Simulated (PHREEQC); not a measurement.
A column of 0.5 m (30 cells, dispersivity 0.04 m, 720 s a shift, diffusion coefficient 3e-10 m²/s) holds 0.21 eq of the database's cation exchanger X per kg of pore water, first in equilibrium with 0.012 mol/kgw KBr and 1e-05 mol/kgw HCl. It is flushed with 0.036 mol/kgw ZnCl2, 0.0015 mol/kgw SrCl2 and 1e-05 mol/kgw HCl, at 25 °C. Values are for the last cell. No CO2 enters from the air. Nothing may precipitate in this run.

All values are PHREEQC results (ion-association model, phreeqc.dat), not measurements.

```
pore volumes  Zn in solution (mol/kgw)  Br in solution (mol/kgw)  Sr in solution (mol/kgw)  Cl in solution (mol/kgw)  K in solution (mol/kgw)
------------  ------------------------  ------------------------  ------------------------  ------------------------  -----------------------
0                                    0                    0.0120                         0                   1.00e-5                   0.0120
0.2833                               0                    0.0120                         0                   4.18e-5                   0.0120
0.8167                               0                   0.00757                         0                    0.0277                   0.0353
1.083                          1.26e-9                   0.00414                  3.61e-13                    0.0491                   0.0532
1.35                           1.49e-6                   0.00199                   1.41e-9                    0.0626                   0.0645
1.883                         0.000379                  0.000384                   1.58e-6                    0.0726                   0.0722
2.15                                 …                  0.000161                   8.93e-6                    0.0740                   0.0714
2.683                          0.00628                   2.72e-5                   7.41e-5                    0.0748                   0.0622
2.95                           0.00989                   1.10e-5                  0.000144                    0.0749                   0.0549
3.217                           0.0137                   4.47e-6                  0.000236                    0.0750                   0.0470
3.75                            0.0208                   7.29e-7                         …                    0.0750                   0.0324
4.017                                …                   2.93e-7                  0.000577                    0.0750                   0.0263
4.283                           0.0262                   1.18e-7                  0.000689                    0.0750                   0.0211
4.817                           0.0299                   1.91e-8                  0.000888                    0.0750                   0.0134
5.083                           0.0313                   7.69e-9                  0.000973                    0.0750                   0.0105
5.35                            0.0323                   3.09e-9                   0.00105                    0.0750                  0.00829
5.883                           0.0338                  5.00e-10                   0.00117                    0.0750                  0.00508
6.15                            0.0343                  2.01e-10                   0.00122                    0.0750                  0.00397
6.683                           0.0350                  3.25e-11                   0.00130                    0.0750                  0.00241
6.95                            0.0352                  1.30e-11                   0.00133                    0.0750                  0.00187
7.217                           0.0354                  5.25e-12                   0.00136                    0.0750                  0.00146
7.75                            0.0357                  8.48e-13                   0.00140                    0.0750                 0.000879
8.017                           0.0357                  3.41e-13                   0.00141                    0.0750                 0.000682
```

Task: Fill in the missing entries.

Result: 
- 2.15, Zn in solution (mol/kgw): 0.00138
- 3.75, Sr in solution (mol/kgw): 0.000460
- 4.017, Zn in solution (mol/kgw): 0.0238

Complexes and solids missing from the database can't appear.
